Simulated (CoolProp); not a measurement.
c-C4F8 (RC318) along the isobar 15.2 MPa: Z from the reference equation and from simpler models built on Tc = 388.4 K, pc = 2.778 MPa, ω = 0.355; each cubic takes its own stable root.

Computed with CoolProp (reference Helmholtz-energy equation of state, Platzer 1990). This equation is an older, rougher fit; its heat capacities, sound speeds and derivatives of the liquid may be far off and weren't checked against measurements.

| T (K) | phase | reference |
|---|---|---|
| 336 | liquid | 0.7450 |
| 349.7 | liquid | 0.7384 |
| 363.4 | liquid | 0.7343 |
| 377 | liquid | 0.7327 |
| 390.7 | supercritical | 0.7337 |
| 404.3 | supercritical | 0.7372 |
| 418 | supercritical | 0.7435 |
| 431.7 | supercritical | 0.7524 |
| 445.3 | supercritical | 0.7639 |
| 459 | supercritical | 0.7780 |
| 472.7 | supercritical | 0.7943 |
| 486.3 | supercritical | 0.8123 |
| 500 | supercritical | 0.8317 |

**Question.** How far does each simpler model (van der Waals, Redlich-Kwong, Soave-Redlich-Kwong, Peng-Robinson) lie from the reference over these 13 states: mean and median of the absolute difference, and the worst?

**Answer.** 
- van der Waals: mean 26.2 %, median 27.1 %, worst +41.7 % at 336 K and 15.2 MPa
- Redlich-Kwong: mean 3.1 %, median 3.3 %, worst +5.5 % at 336 K and 15.2 MPa
- Soave-Redlich-Kwong: mean 4.4 %, median 4.4 %, worst +5.6 % at 500 K and 15.2 MPa
- Peng-Robinson: mean 5.4 %, median 5.6 %, worst -8.1 % at 336 K and 15.2 MPa
